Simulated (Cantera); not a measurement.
Charge: 1 mol NaOH, 1.5 mol H2O, equilibrated at 1525 K and 75.0 Torr.

These are equilibrium values from Cantera (NASA tables, ideal gas, pure condensed phases), not measurements of a reactor. Candidate condensed phases: H2O, Na, NaOH, NaO2, Na2O, Na2O2; 16 gas species. Equilibrium is a limit: real reactors are often held back by kinetics, nucleation or transport.

Base state: H2O 0.602, NaOH 0.376, Na 0.0164, O2 0.00409, Na2(OH)2 0.00167, OH 0.000158, NaO 8.30e-5, H2 7.82e-5 (mole fractions); condensed: gas only.

Question: What changes in the equilibrium state with this change: H2O from 1.5 to 5 mol?

Answer: 
```
species    before     after
--------  -------  --------
H2O         0.602     0.832
NaOH        0.376     0.158
Na         0.0164   0.00718
Na2(OH)2  0.00167  0.000295
NaO       8.30e-5   2.43e-5
O2        0.00409   0.00183
```

Question: What changes in the equilibrium state with this change: pressure from 75.0 Torr to 285 Torr?

Answer: 
```tsv
species	before	after
H2O	0.602	0.719
NaOH	0.376	0.271
Na	0.0164	0.00528
O2	0.00409	0.00133
NaO	8.30e-5	2.97e-5
Na2(OH)2	0.00167	0.00330
OH	0.000158	9.34e-5
H2	7.82e-5	8.40e-5
NaOH(l), mol	0	0.407
```

Question: What changes in the equilibrium state with this change: H2O from 1.5 to 0.33 mol?

Answer: 
```json
[
 {"species": "NaOH", "before": "0.376", "after": "0.686"},
 {"species": "H2O", "before": "0.602", "after": "0.261"},
 {"species": "Na", "before": "0.0164", "after": "0.0372"},
 {"species": "Na2O", "before": "6.50e-6", "after": "4.99e-5"},
 {"species": "H2", "before": "7.82e-5", "after": "2.26e-5"},
 {"species": "NaO", "before": "8.30e-5", "after": "0.000282"},
 {"species": "Na2(OH)2", "before": "0.00167", "after": "0.00556"},
 {"species": "O2", "before": "0.00409", "after": "0.00921"}
]
```
